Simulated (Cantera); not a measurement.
Charge: 1 mol CH₂F₂, 0.076 mol HCl, at 3473 K and 40.0 mbar.

Cantera equilibrium calculation (NASA polynomials, part measured and part estimated; ideal gas, pure solids and liquids). Candidate condensed phases: C, C₆H₆, C₇H₈, C₈H₁₈; 118 gas species. The numbers say what is thermodynamically allowed, not how fast it happens.

Base state: HF 0.414, H 0.220, F 0.188, C₃ 0.0707, C 0.0303, CF 0.0248, Cl 0.0229, C₂ 0.0160 (mole fractions); condensed: gas only.

Task: What changes in the equilibrium state with this change: HCl from 0.076 to 0.027 mol?

Result: 
```
species    before     after
-------  --------  --------
HF          0.414     0.422
H           0.220     0.216
F           0.188     0.196
Cl         0.0229   0.00836
CF         0.0248    0.0260
C₃         0.0707    0.0727
C₂         0.0160    0.0163
C          0.0303    0.0305
HCl      0.000984  0.000352
CF₂      0.000557  0.000610
C₅        0.00108   0.00113
H₂        0.00630   0.00603
C₂HF      3.64e-5   3.78e-5
```

Task: What changes in the equilibrium state with this change: 1.9 mol H₂ added?

Result: 
```csv
species,before,after
H,0.220,0.564
HF,0.414,0.261
F,0.188,0.0463
H₂,0.00630,0.0413
CF,0.0248,0.00466
C₃,0.0707,0.0316
Cl,0.0229,0.0107
C₂,0.0160,0.00936
C,0.0303,0.0231
CF₂,0.000557,2.58e-5
C₂H₂ (acetylene),0.000309,0.00119
C₅,0.00108,0.000282
```
